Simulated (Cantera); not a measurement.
A closed system holds: 1 mol CaCl₂, 180 mol N₂, held at 623.15 K and 0.0100 bar.

These are equilibrium values from Cantera (NASA tables, ideal gas, pure condensed phases), not measurements of a reactor. Candidate condensed phases: Ca, CaCl₂; 8 gas species. Equilibrium is a limit: real reactors are often held back by kinetics, nucleation or transport.

Q: What is the equilibrium state?

A: 
```
Item                                 Result
--------------------------------  ---------
x(N₂)                                  1.00
n(CaCl₂(s))                        1.00 mol
gas amount                        180.0 mol
log10 activity of Ca(s) (absent)     -11.22
```
